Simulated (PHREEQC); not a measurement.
Solution (44 °C): 1.4 mmol/kgw Sr(NO3)2. Closed to the air; pH follows from the charge balance.

Computed with PHREEQC (ion-association model, wateq4f.dat).

```
quantity           before     after
---------------  --------  --------
pH                   6.71      7.08
SrOH+ (mol/kgw)  3.01e-10  7.07e-10
```

Task: What was changed between the two runs?
A. temperature from 44 to 20 °C
B. diluted 2-fold with water
C. Sr(NO3)2 from 0.0014 to 0.014 mol/kgw
D. temperature from 44 to 85 °C
E. Sr(NO3)2 from 0.0014 to 0.00028 mol/kgw

Result: A, temperature from 44 to 20 °C

This is a speciation only: nothing precipitates in the calculation. Constants without temperature data keep their 25 °C values here.
